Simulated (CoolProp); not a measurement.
Properties of hexamethyldisiloxane (MM) at several states.

The numbers come from the reference Helmholtz-energy equation of state, Thol 2016 in CoolProp.

```
T (°C)  p (MPa)   phase  speed of sound (m/s)  Joule-Thomson coefficient (K/MPa)  isothermal compressibility (1/MPa)  fugacity coefficient
------  -------  ------  --------------------  ---------------------------------  ----------------------------------  --------------------
130.15     1.86  liquid                 548.3                                [?]                            0.006276                0.1219
164.55    0.135     gas                 145.0                              15.23                               7.788                0.9551
-11.05   0.0452  liquid                  1005                            -0.4589                            0.001541                   [?]
286.75     1.63     gas                   [?]                                [?]                              0.8615                0.7822
```

Problem. Complete the blanks.

Solution. 
- 130.15, Joule-Thomson coefficient (K/MPa): -0.1436
- -11.05, fugacity coefficient: 0.01445
- 286.75, speed of sound (m/s): 128.8
- 286.75, Joule-Thomson coefficient (K/MPa): 10.13
